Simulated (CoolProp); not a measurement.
The numbers come from the reference Helmholtz-energy equation of state, Polt 1992 in CoolProp. This equation is an older, rougher fit.

**Question.** For propyne, give the phase and the density (kg/m³), cv (kJ/(kg K)), Joule-Thomson coefficient (K/MPa), expansivity (1/kK) at 181.15 °C and 15.2 bar; 181.15 °C and 23.9 bar.

**Answer.** 
- 181.15 °C and 15.2 bar: gas; density 17.2, cv 1.78, Joule-Thomson coefficient 6.66, expansivity 2.72
- 181.15 °C and 23.9 bar: gas; density 28.3, cv 1.81, Joule-Thomson coefficient 6.78, expansivity 3.10
